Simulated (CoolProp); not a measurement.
Properties of c-C4F8 (RC318) along the isobar 0.101 MPa.

Model: reference Helmholtz-energy equation of state, Platzer 1990, in CoolProp. This equation is an older, rougher fit.

```
T (K)  phase  density (kg/m³)  expansivity (1/kK)  viscosity (µPa s)  conductivity (mW/(m K))
-----  -----  ---------------  ------------------  -----------------  -----------------------
346.6    gas            7.138               3.065               13.4                     15.4
356.9    gas            6.920               2.960               13.8                     16.1
367.1    gas            6.718               2.864               14.2                     16.8
377.3    gas            6.527               2.775               14.6                     17.5
387.5    gas            6.348               2.692               15.0                     18.2
397.8    gas            6.177               2.613               15.4                     19.0
408      gas            6.017               2.540               15.7                     19.7
418.2    gas            5.865               2.472               16.1                     20.4
428.4    gas            5.721               2.407               16.5                     21.1
438.7    gas            5.582               2.346               16.9                     21.8
448.9    gas            5.452               2.288               17.2                     22.5
459.1    gas            5.328               2.233               17.6                     23.2
469.3    gas            5.209               2.181               18.0                     23.9
479.6    gas            5.095               2.131               18.3                     24.7
489.8    gas            4.986               2.084               18.7                     25.4
500      gas            4.883               2.039               19.0                     26.1
```

Viscosity comes from a separate model (Huber 2003), an estimate that may be off by 10 % or more. Thermal conductivity comes from a separate model (Huber 2003), an estimate that may be off by 10 % or more.
